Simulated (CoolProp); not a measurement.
Saturated liquid density (kg/m³) of m-xylene: the reference equation beside estimates from Tc = 616.9 K, pc = 3.535 MPa, ω = 0.326. Rackett uses Z = 0.29056 − 0.08775 ω.

The numbers come from the reference Helmholtz-energy equation of state, Zhou 2012 in CoolProp.

```
T (K)  reference  Rackett  van der Waals  Redlich-Kwong  Soave-Redlich-Kwong  Peng-Robinson
-----  ---------  -------  -------------  -------------  -------------------  -------------
348.7      815.4    802.8          461.4          681.7                706.8          796.4
353        811.5    798.9          459.3          678.2                703.7          793.1
357.4      807.5    794.9          457.2          674.6                700.5          789.7
361.7      803.5    791.0          455.1          671.0                697.4          786.4
366        799.6    787.0          453.0          667.4                694.2          782.9
370.4      795.5    782.9          450.8          663.6                690.9          779.4
374.7      791.5    778.8          448.7          659.9                687.6          775.8
379.1      787.3    774.7          446.5          656.1                684.1          772.1
383.4      783.3    770.6          444.3          652.2                680.7          768.4
387.7      779.2    766.4          442.0          648.4                677.2          764.7
392.1      775.0    762.2          439.7          644.4                673.6          760.8
396.4      770.8    758.0          437.4          640.4                670.0          756.9
400.8      766.6    753.6          435.1          636.3                666.2          752.8
405.1      762.3    749.4          432.7          632.2                662.5          748.8
```

Absolute difference from the reference over all 14 rows, mean and median: Rackett 1.6 and 1.6 %, van der Waals 43.3 and 43.3 %, Redlich-Kwong 16.7 and 16.6 %, Soave-Redlich-Kwong 13.2 and 13.1 %, Peng-Robinson 2.0 and 2.0 %.
